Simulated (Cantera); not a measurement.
Cantera run:

```python
import numpy as np
import cantera as ct

gas_names = """
    CL CL2 H HCL H2 N NH NH2 NH3 N2 N2H2 N2H4 Si SiCL SiCL2 SiCL3 SiCL4 SiH SiHCL3 SiH2 SiH2CL2 SiH3
    SiH3CL SiH4 SiN Si2 Si2N Si3
""".split()
cond_names = """
    NH4CL(a) NH4CL(b) Si(cr) Si(L) Si3N4(a)
""".split()


def load(file, names, dense=False):
    # The tables refer to 1 bar. Condensed volumes are neglected.
    table = {s.name: s for s in ct.Species.list_from_file(file)}
    out = []
    for n in names:
        d = dict(table[n].input_data)
        d["thermo"] = dict(d["thermo"], **{"reference-pressure": 1e5})
        if dense:
            d["equation-of-state"] = {"model": "constant-volume", "density": "1e6 g/cm^3"}
        out.append(ct.Species.from_dict(d))
    return out


gas = ct.Solution(thermo="ideal-gas", species=load("nasa_gas.yaml", gas_names))
cond = {s.name: ct.Solution(thermo="fixed-stoichiometry", species=[s], name=s.name)
        for s in load("nasa_condensed.yaml", cond_names, dense=True)}
atoms = {
    'SiH2Cl2': {'Si': 1, 'H': 2, 'CL': 2},
    'N2': {'N': 2},
    'H2': {'H': 2},
}
top_T = {'Si3N4(a)': 2400}  # K; cautious upper limits of use, not melting points


def equilibrate(T, P, feed):
    n = {}
    for name, mol in feed.items():
        for a, k in atoms[name].items():
            n[a] = n.get(a, 0.0) + k * mol
    gas.TPX = T, P, n
    mass = sum(n.values()) * gas.mean_molecular_weight
    gas.equilibrate("TP")
    valid = [c for c in cond.values() if c.min_temp <= T <= top_T.get(c.name, c.max_temp)]
    mix = ct.Mixture([(gas, mass / gas.mean_molecular_weight)] + [(c, 0.0) for c in valid])
    mix.T, mix.P = T, P
    mix.equilibrate("TP", solver="vcs", rtol=1e-11, max_steps=5000)
    return mix


results = []
feed = {'SiH2Cl2': 1, 'N2': 96, 'H2': 1.2}  # mol
T = 2025  # K
P = 21  # Pa
mix = equilibrate(T, P, feed)
results.append((T, P, feed, dict(zip(mix.species_names, mix.species_moles))))
x = sorted(zip(gas.X, gas.species_names), reverse=True)
print(f"T = {T:g} K  P = {P:g} Pa  gas = {mix.phase_moles(0):.4g} mol")
print("   x: " + "  ".join(f"{s} {v:.3e}" for v, s in x if v > 1e-05))
print("   condensed (mol): " + ("  ".join(f"{mix.phase(i).name} {mix.phase_moles(i):.4g}"
      for i in range(1, mix.n_phases) if mix.phase_moles(i) > 1e-12) or "none"))
```

It prints:

```
T = 2025 K  P = 21 Pa  gas = 101.3 mol
   x: N2 9.481e-01  H 1.351e-02  H2 1.035e-02  HCL 9.245e-03  CL 8.963e-03  Si 8.901e-03  SiCL2 6.171e-04  SiCL 3.094e-04  SiN 3.083e-05
   condensed (mol): none
```

Cantera equilibrium calculation (NASA polynomials, part measured and part estimated; ideal gas, pure solids and liquids). The tables' values for SiCl, SiN are old estimates; treat these amounts as uncertain.
